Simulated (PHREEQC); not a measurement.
Make-up at 36 °C: 0.01 mol/kgw NaHSO4, 4.6e-05 mol/kgw Na2B4O7 and 0.11 mol/kgw NaCl. Closed to the air; pH follows from the charge balance.

Computed with PHREEQC (Pitzer model, pitzer.dat).

No solid was allowed to form.

Question: Predict the pH, osmotic coefficient, specific conductance.

Answer: pH 2.22; osmotic coefficient 0.918; specific conductance 18700 µS/cm.

Question: In which forms is S present?

Answer: SO4-2 78 %, HSO4- 22 % of the S.

Species that the database lacks are ignored. Away from 25 °C the constants follow the database's enthalpies or fits; those with neither stay at their 25 °C values.
